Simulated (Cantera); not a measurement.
## Reactions in the system C-Cl-Si

Cantera with NASA thermochemical tables; ideal gases at 1 bar, condensed phases pure. Values are per mole of reaction as written; species without (g) are pure solids or liquids, kept so even where they would boil at 1 bar.

2 SiCl4(g) + Si2C(g) = C + 4 SiCl2(g)

```
T (K)  ΔH° (kJ)  ΔS° (J/K)  ΔG° (kJ)  log10 K
-----  --------  ---------  --------  -------
550       111.3      216.8      -8.0     0.76
625       109.9      214.4     -24.1     2.02
700       108.5      212.2     -40.1     2.99
775       107.0      210.3     -56.0     3.77
850       105.6      208.6     -71.7     4.40
925       104.2      207.0     -87.3     4.93
1000      102.8      205.5    -102.7     5.37
1075      101.3      204.1    -118.1     5.74
1150       99.9      202.8    -133.3     6.06
1225       98.4      201.6    -148.5     6.33
1300       97.0      200.4    -163.6     6.57
```
